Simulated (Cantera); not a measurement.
Input: 1 mol Si, 8.4 mol HCl, equilibrated at 1548 K and 3.60 mbar.

Method: chemical equilibrium by Gibbs-energy minimisation in Cantera with the NASA 1993 tables (ideal gas, pure condensed phases). Candidate condensed phases: Si; 19 gas species. The tables' values for SiCl3 are old estimates; treat these amounts as uncertain. Kinetics and transport are ignored.

Problem. What is the equilibrium state?

Solution. 
```json
{
  "x(HCl)": "0.734",
  "x(H2)": "0.143",
  "x(SiCl2)": "0.0902",
  "x(SiCl3)": "0.0194",
  "x(SiCl4)": "0.0117",
  "x(Cl)": "0.000795",
  "x(SiHCl3)": "0.000278",
  "x(H)": "0.000194",
  "x(SiCl)": "3.63e-6",
  "gas_amount": "8.226 mol",
  "log10 activity of Si(s) (absent)": "-2.14"
}
```
